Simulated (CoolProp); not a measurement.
A single-stage vapour-compression cycle with R124: evaporating at 255.15 K (dew point), condensing at 313.15 K (bubble point), superheat 5 K, subcooling 8 K, compressor efficiency 0.7, no pressure losses. Each further row changes one setting.

Model: reference Helmholtz-energy equation of state, de Vries 1995, in CoolProp.

| case | cooling COP | pressure ratio | discharge temperature (K) | refrigerating effect (kJ/kg) | volumetric capacity (kJ/m³) |
|---|---|---|---|---|---|
| as stated | 2.50 | 7.60 | 333.4 | 117 | 597 |
| evaporating temperature 260.15 K | 2.86 | [?] | 331.2 | [?] | [?] |
| condensing temperature 308.15 K | 2.82 | 6.60 | 327.9 | 123 | 626 |
| subcooling 13 K | 2.62 | 7.60 | 333.4 | 123 | 626 |
| superheat 15 K | [?] | 7.60 | 344.1 | 124 | [?] |
| compressor efficiency 0.6 | [?] | 7.60 | 342.5 | 117 | 597 |

Task: Complete the blanks.

Result: 
- evaporating temperature 260.15 K, pressure ratio: 6.12
- evaporating temperature 260.15 K, refrigerating effect (kJ/kg): 120
- evaporating temperature 260.15 K, volumetric capacity (kJ/m³): 751
- superheat 15 K, cooling COP: 2.53
- superheat 15 K, volumetric capacity (kJ/m³): 607
- compressor efficiency 0.6, cooling COP: 2.14
